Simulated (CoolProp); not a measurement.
Vapour-liquid equilibrium of CH2F2 (R32) (1) + R236FA (2) at 156 kPa; x and y are mole fractions of (1).

Values from CoolProp's multi-fluid Helmholtz-energy mixture model, Tillner-Roth 1997 and Pan 2012; pair parameters Bell 2016.

| x | bubble temperature, mixture model (K) | bubble temperature, Raoult's law (K) | y, mixture model | y, Raoult's law |
|---|---|---|---|---|
| 0.05 | 276.1 | 275.4 | 0.248 | 0.280 |
| 0.125 | 267.7 | 267.0 | 0.502 | 0.533 |
| 0.2 | 260.8 | 260.5 | 0.661 | 0.681 |
| 0.275 | 255.2 | 255.3 | 0.762 | 0.774 |
| 0.35 | 250.6 | 250.9 | 0.828 | 0.837 |
| 0.425 | 246.8 | 247.3 | 0.873 | 0.880 |
| 0.5 | 243.6 | 244.1 | 0.905 | 0.912 |
| 0.575 | 240.9 | 241.4 | [?] | 0.936 |
| 0.65 | 238.6 | 238.9 | 0.947 | 0.954 |
| 0.725 | [?] | 236.7 | [?] | 0.968 |
| 0.8 | 234.7 | 234.8 | 0.974 | 0.979 |
| 0.875 | 233.0 | 233.0 | 0.985 | 0.988 |
| 0.95 | 231.4 | 231.4 | 0.994 | 0.996 |

Task: Complete the blanks.

Result: 
- 0.575, y, mixture model: 0.929
- 0.725, bubble temperature, mixture model (K): 236.5
- 0.725, y, mixture model: 0.962

The largest gap from Raoult's law is +0.7 K in bubble temperature, at x = 0.125. No azeotrope shows between x = 0.05 and 0.95.

The pair parameters rest on a limited set of measurements; away from them the model extrapolates. The gap from Raoult's law changes sign with composition, which may be real or a fault of the pair parameters; it wasn't checked against measurements.
